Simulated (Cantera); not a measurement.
An isothermal, constant-pressure homogeneous reactor starts with CH₄ : O₂ : N₂ = 0.024 : 0.031 : 1 (molar parts), equivalence ratio 1.5, at 1050 K and 653 Torr. Integrator tolerance rtol = 1e-08.

Computed with Cantera and GRI-Mech 3.0 (53 species, 325 reactions). The temperature is held fixed by assumption; the heat of reaction is taken as removed at once.

Q: What does this change do: temperature 1050 to 900 K?

A: 
```tsv
quantity	before	after
x(CH₄) at 10.0 s	0.00150 (gas-phase equilibrium 3.41e-8)	0.0227 (gas-phase equilibrium 2.88e-6)
x(O₂) at 10.0 s	0.000404 (gas-phase equilibrium <1e-12)	0.0294 (gas-phase equilibrium <1e-12)
x(O) at 10.0 s	1.99e-9 (gas-phase equilibrium <1e-12)	<1e-12 (gas-phase equilibrium <1e-12)
x(H₂O) at 10.0 s	0.0321 (gas-phase equilibrium 0.0230)	2.52e-6 (gas-phase equilibrium 0.0206)
x(HO₂) at 10.0 s	9.99e-8 (gas-phase equilibrium <1e-12)	6.67e-9 (gas-phase equilibrium <1e-12)
x(C₂H₂) at 10.0 s	1.75e-5 (gas-phase equilibrium <1e-12)	<1e-12 (gas-phase equilibrium <1e-12)
```
Below about 1000 K GRI-Mech 3.0 lacks low-temperature oxidation paths.
